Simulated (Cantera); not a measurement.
An adiabatic, constant-pressure homogeneous reactor starts with 3.84 % CH4, 20.2 % O2, 76.0 % N2, at 1573 K and 13.0 bar.

Cantera simulation using GRI-Mech 3.0 (53 species, 325 reactions); the numbers are that mechanism's predictions, not measurements. The pressure lies above the range GRI-Mech 3.0 was tuned for (to about 10 atm).

x: mole fraction; the columns are a selection and need not sum to one.

```csv
t (s),T (K),x CH4,x O2,x HCO,x CH2O,x CH2,x O,x CH2CO
1.00e-6,1573,0.0384,0.202,2.06e-12,1.03e-7,<1e-12,1.79e-8,<1e-12
4.27e-6,1573,0.0384,0.202,5.98e-11,2.58e-6,1.40e-11,5.88e-8,<1e-12
1.82e-5,1574,0.0381,0.202,(withheld),(withheld),(withheld),(withheld),(withheld)
7.77e-5,2346,<1e-12,0.124,2.21e-10,1.56e-12,<1e-12,0.000936,<1e-12
0.000331,2357,<1e-12,0.124,5.35e-11,<1e-12,<1e-12,0.000674,<1e-12
0.00141,2355,<1e-12,0.123,5.24e-11,<1e-12,<1e-12,0.000666,<1e-12
0.00603,2348,<1e-12,0.122,4.88e-11,<1e-12,<1e-12,0.000637,<1e-12
0.0257,2335,<1e-12,0.119,4.25e-11,<1e-12,<1e-12,0.000584,<1e-12
0.110,2332,<1e-12,0.118,4.09e-11,<1e-12,<1e-12,0.000570,<1e-12
0.469,2332,<1e-12,0.118,4.09e-11,<1e-12,<1e-12,0.000570,<1e-12
2.00,2332,<1e-12,0.118,4.09e-11,<1e-12,<1e-12,0.000570,<1e-12
```

Task: What belongs in the gaps?

Result: 
- 1.82e-5, x HCO: 6.48e-9
- 1.82e-5, x CH2O: 0.000113
- 1.82e-5, x CH2: 1.46e-9
- 1.82e-5, x O: 5.69e-7
- 1.82e-5, x CH2CO: 6.10e-9
